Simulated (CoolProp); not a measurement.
The fluid at 293.15 K and 0.0182 MPa is compressed adiabatically to 0.0472 MPa with isentropic efficiency 0.6. The same conditions are run with several fluids, on thermodynamics alone (safety and materials aside).

Values from CoolProp's reference Helmholtz-energy equation of state of each fluid (c-C4F8 (RC318): Platzer 1990; R404A: Lemmon 2003; R123: Younglove 1994; C3F8 (R218): Lemmon 2006). The equations of Platzer and Polt are older, rougher fits. Blends and air are pseudo-pure fits.

Q: Rank c-C4F8 (RC318), R404A, R123, C3F8 (R218) by work (kJ/kg), highest first.

A: R404A (41.4), R123 (26.0), C3F8 (R218) (21.0), c-C4F8 (RC318) (19.7)

| fluid | final temperature (K) | final density (kg/m³) |
|---|---|---|
| c-C4F8 (RC318) | 318.3 | 3.61 |
| R404A | 339.6 | 1.64 |
| R123 | 331.6 | 2.66 |
| C3F8 (R218) | 319.7 | 3.36 |
